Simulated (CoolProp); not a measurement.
Vapour-liquid equilibrium of R152A (1) + n-butane (2) at 329.8 K; x and y are mole fractions of (1).

Model: multi-fluid Helmholtz-energy mixture model, Outcalt 1996 and Bücker 2006; pair parameters Bell 2016, in CoolProp.

| x | bubble pressure, mixture model (bar) | bubble pressure, Raoult's law (bar) | y, mixture model | y, Raoult's law |
|---|---|---|---|---|
| 0.05 | … | 6.274 | 0.207 | 0.110 |
| 0.125 | … | 6.873 | 0.373 | 0.252 |
| 0.2 | 10.26 | 7.472 | … | 0.371 |
| 0.275 | 11.20 | 8.070 | 0.531 | 0.472 |
| 0.35 | 11.93 | 8.669 | 0.579 | 0.559 |
| 0.425 | 12.51 | 9.268 | 0.619 | 0.636 |
| 0.5 | 12.99 | 9.867 | 0.656 | 0.702 |
| 0.575 | 13.39 | 10.47 | 0.691 | 0.761 |
| 0.65 | … | 11.06 | 0.729 | 0.814 |
| 0.725 | 13.96 | 11.66 | 0.770 | 0.861 |
| 0.8 | … | 12.26 | … | 0.904 |
| 0.875 | 14.17 | 12.86 | 0.873 | 0.943 |
| 0.95 | … | 13.46 | 0.942 | 0.978 |

Question: Fill in the missing entries.

Answer: 
- 0.05, bubble pressure, mixture model (bar): 7.327
- 0.125, bubble pressure, mixture model (bar): 9.014
- 0.2, y, mixture model: 0.467
- 0.65, bubble pressure, mixture model (bar): 13.71
- 0.8, bubble pressure, mixture model (bar): 14.13
- 0.8, y, mixture model: 0.817
- 0.95, bubble pressure, mixture model (bar): 14.06

The largest gap from Raoult's law is +38.8 % in bubble pressure, at x = 0.275. y crosses x between x = 0.8 and 0.875: the model has an azeotrope there.

The pair parameters rest on a limited set of measurements; away from them the model extrapolates.
